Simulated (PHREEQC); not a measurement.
A solution holds 0.0016 mol/kgw HF, 8.7e-05 mol/kgw KF, 0.00049 mol/kgw H4SiO4 and 0.0019 mol/kgw H2SO4, at 25 °C. Closed to the air; pH follows from the charge balance.

Computed with PHREEQC (ion-association model, phreeqc.dat).

The ionic strength comes out as 0.00526 mol/kgw. What activity coefficients do HSO4-, H+, SiF6-2, K+, HF2- get?

HSO4- 0.92, H+ 0.93, SiF6-2 0.74, K+ 0.92, HF2- 0.92.

Precipitation was switched off in this run. Saturation is exceeded, for instance for Quartz (slow to form), Chalcedony (slow to form); the values hold only as long as no solid forms. SiF6-2 is the database's only silicon fluoride.
